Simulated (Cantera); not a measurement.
Charge: 1 mol SiH2Cl2, 2.6 mol NH3, 7 mol N2, held at 1.70 mbar.

Cantera equilibrium calculation (NASA polynomials, part measured and part estimated; ideal gas, pure solids and liquids). Candidate condensed phases: NH4Cl, Si, Si3N4; 28 gas species. The tables' values for SiCl, SiCl3, SiN are old estimates; treat these amounts as uncertain. Gases not in the tables: Si2H6 and higher silanes. Kinetics and transport are ignored.

x: gas mole fraction; n: condensed amount in mol.

| T (K) | x N2 | x H2 | x HCl | x SiCl2 | x H | x Si | n Si(l) |
|---|---|---|---|---|---|---|---|
| 1700 | 0.584 | 0.314 | 0.0593 | 0.0401 | 0.00200 | 0.000399 | 0.416 |
| 1725 | 0.583 | 0.313 | 0.0600 | 0.0397 | 0.00252 | 0.000597 | 0.418 |
| 1750 | 0.583 | 0.312 | 0.0607 | 0.0392 | 0.00315 | 0.000883 | 0.419 |
| 1775 | 0.582 | 0.311 | 0.0613 | 0.0387 | (withheld) | (withheld) | 0.417 |
| 1800 | 0.582 | 0.310 | 0.0619 | 0.0382 | (withheld) | (withheld) | 0.413 |
| 1825 | 0.581 | 0.309 | 0.0624 | 0.0377 | 0.00593 | 0.00268 | 0.405 |
| 1850 | 0.579 | 0.307 | 0.0628 | 0.0371 | 0.00724 | 0.00379 | 0.391 |
| 1875 | 0.578 | 0.305 | 0.0632 | 0.0365 | 0.00878 | 0.00533 | 0.370 |
| 1900 | 0.576 | 0.303 | 0.0634 | 0.0359 | 0.0106 | 0.00742 | 0.341 |
| 1925 | 0.573 | 0.300 | 0.0635 | 0.0352 | 0.0127 | 0.0102 | 0.299 |
| 1950 | 0.570 | 0.297 | 0.0634 | 0.0344 | 0.0152 | 0.0140 | 0.241 |

Task: Some entries are withheld; supply them.

Result: 
- 1775, x H: 0.00392
- 1775, x Si: 0.00129
- 1800, x H: 0.00483
- 1800, x Si: 0.00187
